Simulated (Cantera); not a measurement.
A Cantera script and what it prints.

```python
import numpy as np
import cantera as ct

gas_names = """
    CL CL2 H HCL H2 N NH NH2 NH3 N2 N2H2 N2H4 Si SiCL SiCL2 SiCL3 SiCL4 SiH SiHCL3 SiH2 SiH2CL2 SiH3
    SiH3CL SiH4 SiN Si2 Si2N Si3
""".split()
cond_names = """
    NH4CL(a) NH4CL(b) Si(cr) Si(L) Si3N4(a)
""".split()


# ... load() reads the species with a 1 bar reference pressure and builds the phases ...
atoms = {
    'Si3H8': {'Si': 3, 'H': 8},
    'Cl2': {'CL': 2},
    'N2': {'N': 2},
    'HCl': {'H': 1, 'CL': 1},
}
top_T = {'Si3N4(a)': 2400}  # K; cautious upper limits of use, not melting points


# ... equilibrate(T, P, feed) seeds the gas with the atoms and calls Mixture.equilibrate('TP', solver="vcs", rtol=1e-11, max_steps=5000) ...
results = []
feed = {'Si3H8': 1, 'Cl2': 0.15, 'N2': 8, 'HCl': 0.16}  # mol
P = 370  # Pa
for T in [898, 998, 1098, 1198, 1298, 1398, 1498, 1598, 1698]:
    mix = equilibrate(T, P, feed)
    results.append((T, P, feed, dict(zip(mix.species_names, mix.species_moles))))

top = {s: max(r[3][s] / sum(r[3][g] for g in gas_names) for r in results) for s in gas_names}
cols = sorted((s for s in top if top[s] > 0.0001), key=lambda s: -top[s])[:9]
seen = [c for c in cond_names if any(r[3].get(c, 0) > 1e-12 for r in results)]
print("log10 of partial pressures in bar; condensed amounts in mol")
print(f"{'T/K':>10s}" + "".join(f"{s[:9]:>10s}" for s in cols + seen))
for T, P, feed, n in results:
    ng = sum(n[g] for g in gas_names)
    print(f"{T:10.4g}" + "".join(f"{np.log10(max(n[s] / ng * P / 1e5, 1e-99)):10.3f}" for s in cols)
          + "".join(f"{n.get(c, 0):10.4g}" for c in seen))
```

It prints:

```
log10 of partial pressures in bar; condensed amounts in mol
       T/K        N2        H2       HCL     SiCL2         H        Si  Si3N4(a)
       898    -2.667    -2.860    -3.782   -11.465   -11.391   -25.300         1
       998    -2.667    -2.860    -3.782    -9.916   -10.097   -21.237         1
      1098    -2.667    -2.860    -3.782    -8.652    -9.037   -17.920         1
      1198    -2.667    -2.860    -3.783    -7.604    -8.151   -15.160         1
      1298    -2.667    -2.860    -3.783    -6.722    -7.400   -12.831    0.9998
      1398    -2.667    -2.859    -3.788    -5.977    -6.755   -10.838     0.999
      1498    -2.667    -2.859    -3.807    -5.365    -6.194    -9.115    0.9959
      1598    -2.666    -2.857    -3.857    -4.901    -5.702    -7.611    0.9882
      1698    -2.666    -2.855    -3.949    -4.593    -5.267    -6.287    0.9753
```

These are equilibrium values from Cantera (NASA tables, ideal gas, pure condensed phases), not measurements of a reactor. The feed counts by its element totals alone. N2 is the only nitrogen source here; it is nearly inert below about 1500 K, so the nitride shown seldom forms there in practice. The tables' values for SiCl, SiCl3 are old estimates; treat these amounts as uncertain.
